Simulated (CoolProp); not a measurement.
A simple Rankine cycle with chlorine: condensing at 294.15 K, boiler at 3.31 MPa, turbine inlet 379.1 K, turbine efficiency 0.6, pump efficiency 0.8, no recuperator. Each further row changes one setting.

Computed with CoolProp (reference Helmholtz-energy equation of state, Thol 2021).

```csv
case,thermal efficiency (%),net work (kJ/kg),heat in (kJ/kg),turbine exit temperature (K),volume ratio over the turbine
as stated,9.8,___,267,294.1,4.17
turbine inlet 399.1 K,10.0,28.3,282,___,___
condensing temperature 286.15 K,10.8,29.7,274,286.1,___
boiler pressure 2.32 MPa,8.1,___,280,305.6,___
turbine efficiency 0.5,8.0,21.3,267,294.1,4.25
```

Question: Complete the blanks.

Answer: 
- as stated, net work (kJ/kg): 26.0
- turbine inlet 399.1 K, turbine exit temperature (K): 299.4
- turbine inlet 399.1 K, volume ratio over the turbine: 3.98
- condensing temperature 286.15 K, volume ratio over the turbine: 5.15
- boiler pressure 2.32 MPa, net work (kJ/kg): 22.6
- boiler pressure 2.32 MPa, volume ratio over the turbine: 2.89

The expansion ends wet for: as stated; condensing temperature 286.15 K; turbine efficiency 0.5.
